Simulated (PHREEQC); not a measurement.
Make-up at 15 °C: 0.0034 mol HF and 0.061 mol (CH3)4NF per kg of water. Closed to the air; pH follows from the charge balance.

The numbers come from PHREEQC with the ion-association model, phreeqc.dat.

Precipitation was switched off in this run.

**Question.** Estimate the pH.

**Answer.** pH 4.34.

**Question.** In which forms is F present?

**Answer.** F- 94 %, HF 4.3 %, HF2- 1.8 % of the F.

Species that the database lacks are ignored. (CH3)4N+ isn't in the database: it is added as a free cation with an ion size of 4 Å.
